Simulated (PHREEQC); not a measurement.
A solution holds 4.1 mol/kgw NaBr, 0.32 mol/kgw KCl and 2.2e-05 mol/kgw H4SiO4, at 25 °C. Closed to the air; pH follows from the charge balance.

The numbers come from PHREEQC with the Pitzer model, pitzer.dat.

Task: The ionic strength comes out as 4.42 mol/kgw. What activity coefficients do Br-, Cl-, K+, Na+ get?

Result: Br- 0.70, Cl- 0.58, K+ 0.73, Na+ 1.3. Single-ion values are on the MacInnes scale.

This is a speciation only: nothing precipitates in the calculation. In brines, pH and single-ion activities rest on the MacInnes convention.
